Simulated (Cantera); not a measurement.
A jet of H₂ : O₂ : N₂ = 0.036 : 0.065 : 0.79 (molar parts) at 300 K and 90.0 Torr hits a platinum plate 5.8 cm away at a mass flux of 0.022 kg/m²/s; the plate temperature is set and raised in steps from an oxygen-covered start.

Cantera simulation using Deutschmann's 1995 Pt surface mechanism with GRI-Mech 3.0 gas chemistry; the numbers are that mechanism's predictions, not measurements. Catalytic surfaces can have several steady states; this one follows from the mechanism file's or the stated starting coverage.

One state of this run: wall x H₂ = 0.00138; wall x O₂ = 0.0316; wall x H₂O = 0.0747; wall x OH = <1e-8; θ free Pt = 0.0759; θ O* = 0.917; θ OH* = 0.00709. x: mole fraction at the wall; θ: surface coverage.

**Question.** Which value of plate T (K) does it belong to?
A) 500
B) 750
C) 650
D) 800

**Answer.** C, 650
